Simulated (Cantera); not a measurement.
Input: 1 mol V₂O₅, 370 mol H₂, 8.4 mol N₂, held at 2173.15 K.

These are equilibrium values from Cantera (NASA tables, ideal gas, pure condensed phases), not measurements of a reactor. Candidate condensed phases: H₂O, V, VN, VO, V₂O₃, V₂O₄, V₂O₅; 28 gas species. VO: taken at fixed stoichiometry. Rates play no part.

**Question.** Which condensed phases are stable at each of these points (P (Pa)): 10, 100, 1000, 10000, 100000, 1000000?

**Answer.** 
```json
[
 {"P (Pa)": "10", "condensed phases": "gas only", "V condensed (%)": "0.0"},
 {"P (Pa)": "100", "condensed phases": "gas only", "V condensed (%)": "0.0"},
 {"P (Pa)": "1000", "condensed phases": "VO(l)", "V condensed (%)": "23.6"},
 {"P (Pa)": "10000", "condensed phases": "VO(l)", "V condensed (%)": "91.9"},
 {"P (Pa)": "100000", "condensed phases": "VO(l)", "V condensed (%)": "99.2"},
 {"P (Pa)": "1000000", "condensed phases": "VO(l)", "V condensed (%)": "99.9"}
]
```

From 0.000100 bar to 0.00100 bar nothing is condensed. From 0.0100 bar to 10.0 bar the condensed part is VO(l).
